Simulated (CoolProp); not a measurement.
The fluid at 307 K and 0.58 MPa expands adiabatically to 0.0914 MPa with isentropic efficiency 0.7. The same conditions are run with several fluids, on thermodynamics alone (safety and materials aside).

Model: reference Helmholtz-energy equation of state of each fluid (R152A: Outcalt 1996; ethylene: Smukala 2000; nitrous oxide: Lemmon 2006; carbon monoxide: Lemmon 2006; hydrogen sulfide: Lemmon 2006), in CoolProp.

| fluid | work (kJ/kg) | final temperature (K) | final density (kg/m³) |
|---|---|---|---|
| R152A | 40.6 | 252.7 | 2.98 |
| ethylene | 95.4 | 236.5 | 1.32 |
| nitrous oxide | 59.8 | 231.6 | 2.11 |
| carbon monoxide | 91.2 | 218.3 | 1.41 |
| hydrogen sulfide | 75.5 | 224.2 | 1.70 |
